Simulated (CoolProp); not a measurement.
Ethylene at several states: Z from the reference equation and from simpler models built on Tc = 282.4 K, pc = 5042 kPa, ω = 0.087; each cubic takes its own stable root.

Computed with CoolProp (reference Helmholtz-energy equation of state, Smukala 2000).

| T (K) | p (kPa) | phase | reference |
|---|---|---|---|
| 383.4 | 19100 | supercritical | 0.7053 |
| 168.3 | 3450 | liquid | 0.1208 |
| 140.5 | 2330 | liquid | 0.09188 |
| 248.3 | 363 | gas | 0.9631 |
| 278.5 | 26000 | liquid | 0.6980 |
| 385.8 | 11800 | supercritical | 0.7375 |

Problem. How far does each simpler model (van der Waals, Redlich-Kwong) lie from the reference over these 6 states: mean and median of the absolute difference, and the worst?

Solution. 
- van der Waals: mean 25.0 %, median 20.7 %, worst +53.0 % at 140.5 K and 2330 kPa
- Redlich-Kwong: mean 2.3 %, median 2.8 %, worst +4.0 % at 278.5 K and 26000 kPa
